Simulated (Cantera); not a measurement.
Charge: 1 mol borazine, 0.31 mol H2O, 0.56 mol H2, equilibrated at 51.0 Pa.

Method: chemical equilibrium by Gibbs-energy minimisation in Cantera with the NASA 1993 tables (ideal gas, pure condensed phases). Candidate condensed phases: B, BN, B2O3, B3O3H3, H2O; 39 gas species. The feed counts by its element totals alone. Mutual solubility and eutectic melting of coexisting phases are not modelled. Kinetics and transport are ignored.

Problem. Which condensed phases are stable at each of these points (T (K)): 1548, 1623, 1698, 1773, 1848, 1923, 1998, 2073, 2148, 2223?

Solution. 
| T (K) | condensed phases | B condensed (%) |
|---|---|---|
| 1548 | BN(s) | 91.1 |
| 1623 | BN(s) | 90.2 |
| 1698 | BN(s) | 89.8 |
| 1773 | BN(s) | 89.7 |
| 1848 | BN(s) | 89.6 |
| 1923 | B(s) + BN(s) | 89.6 |
| 1998 | B(s) + BN(s) | 89.5 |
| 2073 | B(s) | 89.3 |
| 2148 | B(s) | 88.9 |
| 2223 | B(s) | 87.7 |

From 1548 K to 1848 K the condensed part is BN(s). From 1923 K to 1998 K the condensed part is B(s) + BN(s). From 2073 K to 2223 K the condensed part is B(s).
